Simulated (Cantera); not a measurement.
Feed: 1 mol B₂H₆, 77 mol H₂, 11 mol N₂, at 0.000260 bar.

Equilibrium computed with Cantera from the NASA thermochemical tables; the gas is ideal and each condensed phase is pure. Candidate condensed phases: B, BN; 15 gas species. The feed counts by its element totals alone. N₂ is the only nitrogen source here; it is nearly inert below about 1500 K, so the nitride shown seldom forms there in practice. Kinetics and transport are ignored.

**Question.** At 1325 K, list the 3 most abundant gas species with their mole fractions, and the condensed phases.

**Answer.** H₂ 0.889, N₂ 0.111, H 9.56e-5. Condensed: BN(s).
